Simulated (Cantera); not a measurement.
A freely propagating, adiabatic, planar premixed flame of CH₄ : CO : O₂ : N₂ = 1 : 0.32 : 1.96 : 7.38 (molar parts), equivalence ratio 1.1, unburnt at 675 K and 1.68 atm; mixture-averaged transport, grid criteria slope 0.08 and curve 0.16, no radiation.

Model: GRI-Mech 3.0 (53 species, 325 reactions), integrated in Cantera. Burning velocities carry a grid error of a few per cent, more on coarse grids.

Task: How do the results move with these cheaper or finer settings: unity-Lewis-number transport; multicomponent transport; multicomponent+Soret transport; grid criteria slope 0.5, curve 1; grid criteria slope 0.25, curve 0.5; grid criteria slope 0.03, curve 0.06?

Result: 
| setting | laminar burning velocity | thermal thickness | peak x(HO₂) | peak x(OH) | grid points |
|---|---|---|---|---|---|
| as above | 156 cm/s | 0.192 mm | 0.000206 | 0.0105 | 146 |
| unity-Lewis-number transport | 108 cm/s | 0.224 mm | 0.000125 | 0.0109 | 131 |
| multicomponent transport | 156 cm/s | 0.195 mm | 0.000204 | 0.0105 | 146 |
| multicomponent+Soret transport | 154 cm/s | 0.195 mm | 0.000206 | 0.0105 | 146 |
| grid criteria slope 0.5, curve 1 | 175 cm/s | 0.214 mm | 0.000200 | 0.0109 | 45 |
| grid criteria slope 0.25, curve 0.5 | 163 cm/s | 0.199 mm | 0.000204 | 0.0107 | 68 |
| grid criteria slope 0.03, curve 0.06 | 153 cm/s | 0.191 mm | 0.000206 | 0.0104 | 369 |
The base run took roughly 16 core-seconds.
Unity Lewis numbers drop preferential diffusion, which matters most where H2 and H carry the flame; Soret adds thermal diffusion.
